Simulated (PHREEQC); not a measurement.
Solution (25 °C): 98 mmol/kgw HF and 15 mmol/kgw KCl. Closed to the air; pH follows from the charge balance.

Equilibrium calculation in PHREEQC: ion-association model, phreeqc.dat.

Each row changes one thing in this solution. No solid was allowed to form.

| case | pH | ionic strength (mol/kgw) | SI of Sylvite (KCl) |
|---|---|---|---|
| as made | 2.05 | 0.0250 | -4.68 |
| diluted 5-fold with water | 2.47 | 0.00663 | -6.02 |
| HF from 0.098 to 0.0098 mol/kgw | 2.65 | 0.0175 | -4.66 |
| KCl from 0.015 to 0.0015 mol/kgw | [?] | 0.0112 | -6.64 |
| diluted 2-fold with water | 2.24 | [?] | -5.26 |
| HF replaced by NH4HF2 at the same molality | 3.05 | [?] | -4.79 |
| HF left out | 6.99 | 0.0150 | -4.66 |
| KCl from 0.015 to 0.15 mol/kgw | 2.04 | 0.161 | -2.82 |

Problem. Complete the blanks.

Solution. 
- KCl from 0.015 to 0.0015 mol/kgw, pH: 2.06
- diluted 2-fold with water, ionic strength (mol/kgw): 0.0139
- HF replaced by NH4HF2 at the same molality, ionic strength (mol/kgw): 0.114
